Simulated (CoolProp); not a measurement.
R13 along the isobar 5810 kPa: fugacity coefficient from the reference equation and from simpler models built on Tc = 29.9 °C, pc = 3973 kPa, ω = 0.175; each cubic takes its own stable root.

Values from CoolProp's reference Helmholtz-energy equation of state, Platzer 1990. This equation is an older, rougher fit; its heat capacities, sound speeds and derivatives of the liquid may be far off and weren't checked against measurements.

```json
[
 {"T (°C)": "5.05", "phase": "liquid", "reference": "0.3319"},
 {"T (°C)": "18.25", "phase": "liquid", "reference": "0.4156"},
 {"T (°C)": "31.45", "phase": "supercritical", "reference": "0.5022"},
 {"T (°C)": "44.65", "phase": "supercritical", "reference": "0.5844"},
 {"T (°C)": "57.85", "phase": "supercritical", "reference": "0.6489"},
 {"T (°C)": "71.15", "phase": "supercritical", "reference": "0.6975"},
 {"T (°C)": "84.35", "phase": "supercritical", "reference": "0.7363"},
 {"T (°C)": "97.55", "phase": "supercritical", "reference": "0.7689"},
 {"T (°C)": "110.75", "phase": "supercritical", "reference": "0.7968"},
 {"T (°C)": "123.95", "phase": "supercritical", "reference": "0.8209"},
 {"T (°C)": "137.15", "phase": "supercritical", "reference": "0.8419"},
 {"T (°C)": "150.45", "phase": "supercritical", "reference": "0.8605"},
 {"T (°C)": "163.65", "phase": "supercritical", "reference": "0.8768"},
 {"T (°C)": "176.85", "phase": "supercritical", "reference": "0.8912"}
]
```

Question: How far does each simpler model (van der Waals, Redlich-Kwong, Soave-Redlich-Kwong) lie from the reference over these 14 states: mean and median of the absolute difference, and the worst?

Answer: 
- van der Waals: mean 6.1 %, median 3.9 %, worst +28.1 % at 5.05 °C and 5810 kPa
- Redlich-Kwong: mean 2.7 %, median 2.5 %, worst +7.9 % at 5.05 °C and 5810 kPa
- Soave-Redlich-Kwong: mean 1.2 %, median 0.9 %, worst +2.9 % at 5.05 °C and 5810 kPa
